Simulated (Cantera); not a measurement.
A perfectly stirred reactor is fed with CH₄ : CO : O₂ : N₂ = 1 : 0.28 : 4.55 : 17.1 (molar parts), equivalence ratio 0.47, at 0.850 bar; it is adiabatic with a 575 K inlet, and is followed from long to short residence time, starting on the burning branch (τ in s: 0.15, 0.063, 0.026, 0.011, 0.0044, 0.0018, 0.00075, 0.00031, 0.00013, 5.3e-05, 2.2e-05, 9.1e-06).

Computed with Cantera and GRI-Mech 3.0 (53 species, 325 reactions).

Problem. Predict: blow-out, bracketed by the residence times tried; x(CH₄) at τ = 0.150 s; x(CO) at τ = 0.150 s; x(O₂) at τ = 0.150 s; x(HCN) at τ = 0.150 s; x(OH) at τ = 0.150 s; x(CH₄) at τ = 0.750 ms; x(CO) at τ = 0.750 ms; x(O₂) at τ = 0.750 ms; x(HCN) at τ = 0.750 ms; x(OH) at τ = 0.750 ms.

Solution. 
| Quantity | Result |
|---|---|
| blow-out, bracketed by the residence times tried | burning at 0.310 ms, out at 0.130 ms |
| x(CH₄) at τ = 0.150 s | 1.03e-5 |
| x(CO) at τ = 0.150 s | 0.000273 |
| x(O₂) at τ = 0.150 s | 0.106 |
| x(HCN) at τ = 0.150 s | 1.42e-9 |
| x(OH) at τ = 0.150 s | 0.000760 |
| x(CH₄) at τ = 0.750 ms | 0.000400 |
| x(CO) at τ = 0.750 ms | 0.0100 |
| x(O₂) at τ = 0.750 ms | 0.110 |
| x(HCN) at τ = 0.750 ms | 1.47e-8 |
| x(OH) at τ = 0.750 ms | 0.00260 |
